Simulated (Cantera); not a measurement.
Source: NASA polynomial tables (part measured, part estimated), evaluated in Cantera. Values are per mole of reaction as written; species without (g) are pure solids or liquids, kept so even where they would boil at 1 bar.

Task: Between 500 and 1250 K, where is each reaction favourable under standard conditions?
- N(g) + Cr2O3 → 3 O(g) + Cr2N

Result: 
- N(g) + Cr2O3 → 3 O(g) + Cr2N: ΔG° is 1127 kJ at 500 K and 890 kJ at 1250 K; it stays positive (K < 1). ΔH° is 1288 kJ and ΔS° 319 J/K at 1250 K.
